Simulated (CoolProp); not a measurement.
Properties of R115 along the isobar 7.89 bar (Tc = 353.1 K, pc = 31.29 bar, ω = 0.248).

Computed with CoolProp (reference Helmholtz-energy equation of state, Lemmon 2016).

```tsv
T (K)	phase	density (kg/m³)	cp (kJ/(kg K))	speed of sound (m/s)
333	gas	49.47	0.8119	125.6
353.6	gas	45.46	0.8233	132.1
374.3	gas	42.18	0.8385	137.9
394.9	gas	39.44	0.8551	143.2
415.6	gas	37.08	0.8718	148.1
436.3	gas	35.02	0.8883	152.8
456.9	gas	33.21	0.9039	157.2
477.6	gas	31.59	0.9189	161.4
498.3	gas	30.14	0.9330	165.5
```
